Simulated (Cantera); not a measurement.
What does this Cantera script print?

```python
import numpy as np
import cantera as ct

gas = ct.Solution("gri30.yaml")


def delay(T, t_max=10):
    gas.TPX = T, 100000, {'CH4': 1, 'O2': 1.82, 'N2': 6.84}
    reactor = ct.IdealGasConstPressureReactor(gas, clone=False)
    net = ct.ReactorNet([reactor])
    net.rtol, net.atol = 1e-8, 1e-16
    while net.time < t_max:
        t_old, T_old = net.time, reactor.T
        net.step()
        if reactor.T > T + 400:  # ignition: a rise of 400 K
            return t_old + (T + 400 - T_old) / (reactor.T - T_old) * (net.time - t_old)
    return np.nan


taus = []
for T in [1200, 1250, 1300, 1350, 1400, 1450, 1500, 1550, 1600]:
    taus.append(delay(T))
    print(f"T0 = {T:6g} K   tau = {taus[-1]:.4e} s")
```

Output:

```
T0 =   1200 K   tau = 4.8340e-02 s
T0 =   1250 K   tau = 2.4037e-02 s
T0 =   1300 K   tau = 1.2373e-02 s
T0 =   1350 K   tau = 6.5824e-03 s
T0 =   1400 K   tau = 3.6202e-03 s
T0 =   1450 K   tau = 2.0618e-03 s
T0 =   1500 K   tau = 1.2190e-03 s
T0 =   1550 K   tau = 7.4936e-04 s
T0 =   1600 K   tau = 4.7898e-04 s
```

Computed with Cantera and GRI-Mech 3.0 (53 species, 325 reactions).
